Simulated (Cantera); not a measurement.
A Cantera script and what it prints.

```python
import numpy as np
import cantera as ct

gas_names = """
    CL CL2 H HCL H2 Si SiCL SiCL2 SiCL3 SiCL4 SiH SiHCL3 SiH2 SiH2CL2 SiH3 SiH3CL SiH4 Si2 Si3
""".split()
cond_names = """
    Si(cr) Si(L)
""".split()


def load(file, names, dense=False):
    # The tables refer to 1 bar. Condensed volumes are neglected.
    table = {s.name: s for s in ct.Species.list_from_file(file)}
    out = []
    for n in names:
        d = dict(table[n].input_data)
        d["thermo"] = dict(d["thermo"], **{"reference-pressure": 1e5})
        if dense:
            d["equation-of-state"] = {"model": "constant-volume", "density": "1e6 g/cm^3"}
        out.append(ct.Species.from_dict(d))
    return out


gas = ct.Solution(thermo="ideal-gas", species=load("nasa_gas.yaml", gas_names))
cond = {s.name: ct.Solution(thermo="fixed-stoichiometry", species=[s], name=s.name)
        for s in load("nasa_condensed.yaml", cond_names, dense=True)}
atoms = {
    'SiCl4': {'Si': 1, 'CL': 4},
    'H2': {'H': 2},
    'Cl2': {'CL': 2},
}
top_T = {}  # K; cautious upper limits of use, not melting points


def equilibrate(T, P, feed):
    n = {}
    for name, mol in feed.items():
        for a, k in atoms[name].items():
            n[a] = n.get(a, 0.0) + k * mol
    gas.TPX = T, P, n
    mass = sum(n.values()) * gas.mean_molecular_weight
    gas.equilibrate("TP")
    valid = [c for c in cond.values() if c.min_temp <= T <= top_T.get(c.name, c.max_temp)]
    mix = ct.Mixture([(gas, mass / gas.mean_molecular_weight)] + [(c, 0.0) for c in valid])
    mix.T, mix.P = T, P
    mix.equilibrate("TP", solver="vcs", rtol=1e-11, max_steps=5000)
    return mix


results = []
T = 950  # K
P = 41000  # Pa
for m in [0.49, 0.63, 0.8, 1, 1.3, 1.7, 2.1, 2.7, 3.5, 4.5, 5.7, 7.3]:
    feed = {'SiCl4': 1, 'H2': m, 'Cl2': 1.6}  # mol
    mix = equilibrate(T, P, feed)
    results.append((T, P, feed, dict(zip(mix.species_names, mix.species_moles))))

top = {s: max(r[3][s] / sum(r[3][g] for g in gas_names) for r in results) for s in gas_names}
cols = sorted((s for s in top if top[s] > 0.001), key=lambda s: -top[s])[:7]
seen = [c for c in cond_names if any(r[3].get(c, 0) > 1e-12 for r in results)]
print("log10 of partial pressures in bar; condensed amounts in mol")
print(f"{'n(H2)':>10s}" + "".join(f"{s[:9]:>10s}" for s in cols + seen))
for T, P, feed, n in results:
    ng = sum(n[g] for g in gas_names)
    print(f"{feed['H2']:10.4g}" + "".join(f"{np.log10(max(n[s] / ng * P / 1e5, 1e-99)):10.3f}" for s in cols)
          + "".join(f"{n.get(c, 0):10.4g}" for c in seen))
```

It prints:

```
log10 of partial pressures in bar; condensed amounts in mol
     n(H2)       HCL        H2       CL2     SiCL4
      0.49    -0.886   -11.988    -0.832    -0.877
      0.63    -0.796   -11.730    -0.910    -0.896
       0.8    -0.715   -11.461    -1.016    -0.919
         1    -0.643   -11.167    -1.166    -0.944
       1.3    -0.563   -10.673    -1.501    -0.978
       1.7    -0.516    -2.021   -10.057    -1.021
       2.1    -0.554    -1.361   -10.795    -1.060
       2.7    -0.606    -1.071   -11.189    -1.112
       3.5    -0.667    -0.894   -11.487    -1.174
       4.5    -0.733    -0.777   -11.736    -1.240
       5.7    -0.800    -0.694   -11.954    -1.309
       7.3    -0.877    -0.628   -12.173    -1.386
```

Equilibrium computed with Cantera from the NASA thermochemical tables; the gas is ideal and each condensed phase is pure. The tables' values for SiCl3 are old estimates; treat these amounts as uncertain.
